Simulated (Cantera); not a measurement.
A perfectly stirred reactor is fed with H2 : O2 : N2 = 1.6 : 1 : 1.3 (molar parts), equivalence ratio 0.80, at 458 Torr; it is held at 1398 K, and followed from long to short residence time.

Cantera simulation using GRI-Mech 3.0 (53 species, 325 reactions); the numbers are that mechanism's predictions, not measurements. The temperature is held fixed by assumption; the heat of reaction is taken as removed at once.

Q: What does this change do: N2 1.3 to 4.2 parts?

A: 
```json
[
 {"quantity": "x(H2) at τ = 9.30 s", "before": "4.07e-5", "after": "3.68e-5"},
 {"quantity": "x(O2) at τ = 9.30 s", "before": "0.0645", "after": "0.0333"},
 {"quantity": "x(HO2) at τ = 9.30 s", "before": "8.75e-7", "after": "5.41e-7"},
 {"quantity": "x(NO2) at τ = 9.30 s", "before": "4.91e-9", "after": "7.65e-9"},
 {"quantity": "x(OH) at τ = 9.30 s", "before": "0.000221", "after": "0.000179"},
 {"quantity": "x(H2) at τ = 77.0 ms", "before": "0.000985", "after": "0.000885"},
 {"quantity": "x(O2) at τ = 77.0 ms", "before": "0.0646", "after": "0.0335"},
 {"quantity": "x(HO2) at τ = 77.0 ms", "before": "1.64e-5", "after": "8.24e-6"},
 {"quantity": "x(NO2) at τ = 77.0 ms", "before": "3.59e-9", "after": "2.47e-9"},
 {"quantity": "x(OH) at τ = 77.0 ms", "before": "0.00106", "after": "0.000882"}
]
```
